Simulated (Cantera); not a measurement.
Input: 1 mol c-C4F8, 0.26 mol HCl, equilibrated at 2150 K and 10.0 Pa.

Equilibrium computed with Cantera from the NASA thermochemical tables; the gas is ideal and each condensed phase is pure. The feed counts by its element totals alone. Gases not in the tables: C2F6 and larger saturated fluorocarbons. The numbers say what is thermodynamically allowed, not how fast it happens.

| species | before | after |
|---|---|---|
| F | 0.797 | 0.755 |
| CF2 | 0.123 | 0.110 |
| Cl | 0.0355 | 0.0630 |
| HF | 0.0355 | 0.0630 |
| H | 5.74e-6 | 1.08e-5 |
| CF4 | 0.00121 | 0.000976 |
| CF3 | 0.000483 | 0.000411 |
| CF | 0.00735 | 0.00696 |
| C(graphite), mol | 3.03 | 3.10 |
Gas species are given as mole fractions.

Task: Which change was made?
A) temperature from 2150 K to 673 K
B) HCl from 0.26 to 0.48 mol
C) temperature from 2150 K to 1800 K
D) HCl from 0.26 to 0.085 mol

Result: B, HCl from 0.26 to 0.48 mol
